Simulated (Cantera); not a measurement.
c-C4F8 + CH4 (fluorocarbon and chlorocarbon gases)

Feed: 1 mol c-C4F8, 0.75 mol CH4, at 13.3 mbar.

Method: chemical equilibrium by Gibbs-energy minimisation in Cantera with the NASA 1993 tables (ideal gas, pure condensed phases). Candidate condensed phases: C, C6H6, C7H8, C8H18; 95 gas species. The feed counts by its element totals alone. Gases not in the tables: C2F6 and larger saturated fluorocarbons. Kinetics and transport are ignored.

```json
[
 {"T (K)": "1800", "log p HF": "-2.03", "log p F": "-4.47", "log p CF4": "-2.42", "log p CF2": "-3.96", "log p CF": "-7.28", "n C(graphite)": "3.48"},
 {"T (K)": "1875", "log p HF": "-2.03", "log p F": "-4.11", "log p CF4": "-2.43", "log p CF2": "-3.65", "log p CF": "-6.73", "n C(graphite)": "3.47"},
 {"T (K)": "1950", "log p HF": "-2.04", "log p F": "-3.77", "log p CF4": "-2.45", "log p CF2": "-3.36", "log p CF": "-6.22", "n C(graphite)": "3.44"},
 {"T (K)": "2025", "log p HF": "-2.05", "log p F": "-3.47", "log p CF4": "-2.49", "log p CF2": "-3.11", "log p CF": "-5.75", "n C(graphite)": "3.39"},
 {"T (K)": "2100", "log p HF": "-2.07", "log p F": "-3.19", "log p CF4": "-2.56", "log p CF2": "-2.89", "log p CF": "-5.32", "n C(graphite)": "3.33"},
 {"T (K)": "2175", "log p HF": "-2.09", "log p F": "-2.95", "log p CF4": "-2.68", "log p CF2": "-2.72", "log p CF": "-4.94", "n C(graphite)": "3.24"},
 {"T (K)": "2250", "log p HF": "-2.12", "log p F": "-2.75", "log p CF4": "-2.87", "log p CF2": "-2.59", "log p CF": "-4.61", "n C(graphite)": "3.15"},
 {"T (K)": "2325", "log p HF": "-2.16", "log p F": "-2.58", "log p CF4": "-3.16", "log p CF2": "-2.53", "log p CF": "-4.32", "n C(graphite)": "3.13"},
 {"T (K)": "2400", "log p HF": "-2.19", "log p F": "-2.45", "log p CF4": "-3.55", "log p CF2": "-2.53", "log p CF": "-4.08", "n C(graphite)": "3.19"},
 {"T (K)": "2475", "log p HF": "-2.21", "log p F": "-2.36", "log p CF4": "-4.01", "log p CF2": "-2.59", "log p CF": "-3.88", "n C(graphite)": "3.35"},
 {"T (K)": "2550", "log p HF": "-2.23", "log p F": "-2.29", "log p CF4": "-4.52", "log p CF2": "-2.67", "log p CF": "-3.71", "n C(graphite)": "3.53"},
 {"T (K)": "2625", "log p HF": "-2.25", "log p F": "-2.24", "log p CF4": "-5.06", "log p CF2": "-2.78", "log p CF": "-3.57", "n C(graphite)": "3.71"},
 {"T (K)": "2700", "log p HF": "-2.26", "log p F": "-2.20", "log p CF4": "-5.61", "log p CF2": "-2.91", "log p CF": "-3.44", "n C(graphite)": "3.86"}
]
```
log p: log10 of the partial pressure in bar; n: condensed amount in mol.

From 1800 K to 2700 K the condensed part is C(graphite). The main C-bearing gas is CF4 at 1800 K and CF2 at 2700 K. The share of C in condensed phases is highest at 2700 K (81.2 %) and lowest at 2325 K (65.8 %).
